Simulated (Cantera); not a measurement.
**Stirred combustor or abatement burner**

A perfectly stirred reactor is fed with CO : H2 : CH4 : O2 : N2 = 1 : 0.045 : 0.57 : 3.02 : 11.4 (molar parts), at 5.00 bar; it is adiabatic with a 473 K inlet, and is followed from long to short residence time, starting on the burning branch (τ in s: 0.028, 0.013, 0.0065, 0.0032, 0.0016, 0.00076, 0.00037, 0.00018, 8.8e-05, 4.3e-05, 2.1e-05, 1e-05, 5e-06).

Computed with Cantera and GRI-Mech 3.0 (53 species, 325 reactions).

```json
[
 {"τ (s)": "0.028", "T (K)": "1805", "x CO": "0.000507", "x H2": "3.48e-5", "x CH4": "8.58e-6", "x C2H2": "9.25e-10", "x N2O": "1.12e-6", "x O": "6.95e-5"},
 {"τ (s)": "0.013", "T (K)": "1801", "x CO": "0.000856", "x H2": "5.60e-5", "x CH4": "1.43e-5", "x C2H2": "1.62e-9", "x N2O": "1.56e-6", "x O": "0.000109"},
 {"τ (s)": "0.0065", "T (K)": "1796", "x CO": "0.00137", "x H2": "8.69e-5", "x CH4": "2.26e-5", "x C2H2": "2.47e-9", "x N2O": "2.01e-6", "x O": "0.000165"},
 {"τ (s)": "0.0032", "T (K)": "1787", "x CO": "0.00223", "x H2": "0.000137", "x CH4": "3.61e-5", "x C2H2": "3.55e-9", "x N2O": "2.40e-6", "x O": "0.000255"},
 {"τ (s)": "0.0016", "T (K)": "1774", "x CO": "0.00359", "x H2": "0.000213", "x CH4": "5.77e-5", "x C2H2": "4.83e-9", "x N2O": "2.59e-6", "x O": "0.000385"},
 {"τ (s)": "0.00076", "T (K)": "1752", "x CO": "0.00603", "x H2": "0.000338", "x CH4": "9.77e-5", "x C2H2": "6.58e-9", "x N2O": "2.53e-6", "x O": "0.000585"},
 {"τ (s)": "0.00037", "T (K)": "1716", "x CO": "0.0102", "x H2": "0.000524", "x CH4": "0.000173", "x C2H2": "9.24e-9", "x N2O": "2.25e-6", "x O": "0.000830"},
 {"τ (s)": "0.00018", "T (K)": "1647", "x CO": "0.0185", "x H2": "0.000829", "x CH4": "0.000370", "x C2H2": "1.64e-8", "x N2O": "1.78e-6", "x O": "0.00101"},
 {"τ (s)": "8.8e-5", "T (K)": "473", "x CO": "0.0624", "x H2": "0.00281", "x CH4": "0.0355", "x C2H2": "<1e-12", "x N2O": "<1e-12", "x O": "<1e-12"},
 {"τ (s)": "4.3e-5", "T (K)": "473", "x CO": "0.0624", "x H2": "0.00281", "x CH4": "0.0355", "x C2H2": "<1e-12", "x N2O": "<1e-12", "x O": "<1e-12"},
 {"τ (s)": "2.1e-5", "T (K)": "473", "x CO": "0.0624", "x H2": "0.00281", "x CH4": "0.0355", "x C2H2": "<1e-12", "x N2O": "<1e-12", "x O": "<1e-12"},
 {"τ (s)": "1.0e-5", "T (K)": "473", "x CO": "0.0624", "x H2": "0.00281", "x CH4": "0.0355", "x C2H2": "<1e-12", "x N2O": "<1e-12", "x O": "<1e-12"},
 {"τ (s)": "5.0e-6", "T (K)": "473", "x CO": "0.0624", "x H2": "0.00281", "x CH4": "0.0355", "x C2H2": "<1e-12", "x N2O": "<1e-12", "x O": "<1e-12"}
]
```
x: mole fraction; the columns are a selection and need not sum to one.
